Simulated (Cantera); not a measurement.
## Silicon carbide growth: SiH4 + C3H8 + H2 + C2H2

Input: 1 mol SiH4, 0.45 mol C3H8, 28 mol H2, 1.2 mol C2H2, held at 2152 °C and 1.00 bar.

Equilibrium computed with Cantera from the NASA thermochemical tables; the gas is ideal and each condensed phase is pure. Candidate condensed phases: C, C6H6, C7H8, C8H18, Si, SiC; 87 gas species. Gases not in the tables: Si2H6 and higher silanes. The numbers say what is thermodynamically allowed, not how fast it happens.

- x(H2) = 0.973
- x(H) = 0.0177
- x(C2H2 (acetylene)) = 0.00760
- x(Si) = 0.000532
- x(CH4) = 0.000161
- x(SiH) = 0.000156
- x(SiH2) = 0.000150
- x(SiC2) = 0.000110
- x(Si2C) = 6.23e-5
- n(C(graphite)) = 2.26 mol
- n(SiC(s)) = 0.964 mol
- gas amount = 33.31 mol
- log10 activity of Si(l) (absent) = -0.70
